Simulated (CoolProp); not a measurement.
Vapour-liquid equilibrium of n-heptane (1) + toluene (2) at 1090 kPa; x and y are mole fractions of (1).

Model: multi-fluid Helmholtz-energy mixture model, Span 2003 and Lemmon 2006; pair parameters Bell 2016, in CoolProp.

```tsv
x	bubble temperature (°C)	y at the bubble point	dew temperature at overall composition x (°C)	liquid density (mol/L)
0.05	___	0.069	220.8	6.869
0.15	217.4	___	___	6.608
0.25	215.0	0.302	216.2	6.358
0.35	213.1	0.403	214.1	6.121
0.45	211.4	0.498	212.2	5.895
0.55	210.1	0.589	210.6	5.682
0.65	208.9	___	209.3	5.480
0.75	___	0.769	208.2	5.289
0.85	207.2	0.861	207.3	5.108
0.95	206.5	0.953	206.5	4.936
```

### Question
Fill in the missing entries.

### Answer

- 0.05, bubble temperature (°C): 220.4
- 0.15, y at the bubble point: 0.193
- 0.15, dew temperature at overall composition x (°C): 218.4
- 0.65, y at the bubble point: 0.679
- 0.75, bubble temperature (°C): 208.0

No azeotrope shows between x = 0.05 and 0.95.

The pair parameters rest on a limited set of measurements; away from them the model extrapolates.
